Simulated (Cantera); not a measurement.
Charge: 1 mol Mg(OH)2, 0.45 mol H2O, at 1198.15 K and 7.40 mbar.

These are equilibrium values from Cantera (NASA tables, ideal gas, pure condensed phases), not measurements of a reactor. Candidate condensed phases: H2O, Mg, MgO, Mg(OH)2; 15 gas species. Rates play no part.

Base state: H2O 1.000, H2 3.48e-5, O2 1.67e-5 (mole fractions); condensed: MgO(s).

### Question
What changes in the equilibrium state with this change: 0.0084 mol Cl2 added?

### Answer
```json
[
 {"species": "H2O", "before": "1.000", "after": "0.986"},
 {"species": "HCl", "before": "0", "after": "0.0115"},
 {"species": "O2", "before": "1.67e-5", "after": "0.00287"},
 {"species": "Cl", "before": "0", "after": "1.36e-5"},
 {"species": "H2", "before": "3.48e-5", "after": "2.62e-6"},
 {"species": "OH", "before": "2.97e-6", "after": "1.07e-5"},
 {"species": "MgO(s), mol", "before": "1.00", "after": "1.00"}
]
```
Further candidate phases: MgCl2.
